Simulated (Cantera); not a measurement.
# Thermodynamics of carbothermic reduction, feed TiO2 + CO + H2

Input: 1 mol TiO2, 1.1 mol CO, 0.34 mol H2, at 1448 K and 10000 Pa.

These are equilibrium values from Cantera (NASA tables, ideal gas, pure condensed phases), not measurements of a reactor. Candidate condensed phases: C, C6H6, C7H8, C8H18, H2O, Ti, TiC, TiO, TiO2, Ti2O3, Ti3O5, Ti4O7; 113 gas species. Mutual solubility and eutectic melting of coexisting phases are not modelled. Condensed phases not in the tables: Magnéli phases beyond Ti4O7. Kinetics and transport are ignored.

```json
{
 "x(CO)": "0.760",
 "x(H2)": "0.234",
 "x(CO2)": "0.00347",
 "x(H2O)": "0.00252",
 "x(H)": "1.41e-5",
 "n(TiO2(rutile))": "0.966 mol",
 "n(Ti4O7(s))": "0.00862 mol",
 "gas_amount": "1.440 mol",
 "log10 activity of Ti3O5(s) (absent)": "-0.15",
 "log10 activity of Ti2O3(s) (absent)": "-0.65",
 "log10 activity of C(graphite) (absent)": "-1.75"
}
```
